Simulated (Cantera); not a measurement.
A perfectly stirred reactor is fed with 6.81 % CH₄, 1.02 % H₂, 19.3 % O₂, 72.8 % N₂, at 270 Torr; it is adiabatic with a 573 K inlet, and is followed from long to short residence time, starting on the burning branch (τ in s: 0.054, 0.027, 0.013, 0.0065, 0.0032, 0.0016, 0.00079, 0.00039, 0.00019, 9.5e-05).

Detailed kinetics in Cantera: GRI-Mech 3.0 (53 species, 325 reactions).

One state of this run: T (K) = 1843; x CH₄ = 0.000122; x H₂ = 0.00664; x O₂ = 0.0580; x CH₂CO = 1.52e-8; x CH₃ = 2.55e-5; x C₂H₂ = 5.43e-9. x: mole fraction; the columns are a selection and need not sum to one.

Task: Which value of τ (s) does it belong to?
(A) 0.0016
(B) 0.013
(C) 0.00039
(D) 0.0065

Result: A, 0.0016
